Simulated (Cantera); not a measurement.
## Carbon deposition, reforming and gasification: CO + O2 + H2

Input: 1 mol CO, 0.063 mol O2, 43 mol H2, at 390 Torr.

These are equilibrium values from Cantera (NASA tables, ideal gas, pure condensed phases), not measurements of a reactor. Candidate condensed phases: C, C6H6, C7H8, C8H18, H2O; 110 gas species. The numbers say what is thermodynamically allowed, not how fast it happens.

```tsv
T (K)	log p H2	log p H	log p H2O	log p CH4	log p CO	log p OH
673	-0.31	<-12	-1.86	-1.91	-7.06	<-12
873	-0.31	-10.48	-1.88	-1.93	-3.18	<-12
1073	-0.30	-8.00	-2.45	-2.68	-2.01	<-12
1273	-0.30	-6.29	-2.80	-3.97	-1.93	-10.74
1473	-0.30	-5.05	-2.83	-5.20	-1.93	-9.16
1673	-0.30	-4.09	-2.83	-6.15	-1.93	-7.94
1873	-0.30	-3.34	-2.83	-6.90	-1.93	-6.98
2073	-0.30	-2.73	-2.83	-7.49	-1.93	-6.21
2273	-0.30	-2.23	-2.83	-7.99	-1.93	-5.57
2473	-0.31	-1.81	-2.84	-8.41	-1.93	-5.03
2673	-0.33	-1.45	-2.85	-8.79	-1.94	-4.58
2873	-0.36	-1.16	-2.88	-9.16	-1.96	-4.20
3073	-0.41	-0.91	-2.94	-9.53	-1.98	-3.89
```
log p: log10 of the partial pressure in bar; nothing condenses.

From 673 K to 3073 K nothing is condensed. The main C-bearing gas is CH4 at 673 K and CO at 3073 K.
